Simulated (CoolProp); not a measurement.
Vapour pressure (MPa) of n-perfluorohexane: the reference equation beside estimates from Tc = 448.0 K, pc = 1.742 MPa, ω = 0.497. Clausius-Clapeyron is anchored at 250.8 K with a constant enthalpy of vaporisation of 35.45 kJ/mol.

Model: reference Helmholtz-energy equation of state, Gao 2022, in CoolProp.

| T (K) | reference | Clausius-Clapeyron | van der Waals |
|---|---|---|---|
| 218.1 | 0.0001553 | ? | 0.04030 |
| 226.3 | 0.0003310 | 0.0003509 | 0.05185 |
| 234.4 | ? | 0.0006728 | 0.06540 |
| 242.6 | 0.001235 | 0.001244 | 0.08150 |
| 250.8 | 0.002210 | 0.002210 | 0.1002 |
| 258.9 | 0.003752 | 0.003762 | ? |
| 267.1 | ? | ? | 0.1458 |
| 275.2 | 0.009664 | 0.009977 | ? |
| 283.4 | 0.01477 | 0.01562 | 0.2040 |

What belongs in the gaps?


- 218.1, Clausius-Clapeyron: 0.0001728
- 234.4, reference: 0.0006555
- 258.9, van der Waals: 0.1214
- 267.1, reference: 0.006151
- 267.1, Clausius-Clapeyron: 0.006237
- 275.2, van der Waals: 0.1731

Absolute difference from the reference over all 9 rows, mean and median: Clausius-Clapeyron 3.5 and 2.6 %, van der Waals 7844.8 and 4433.9 %.
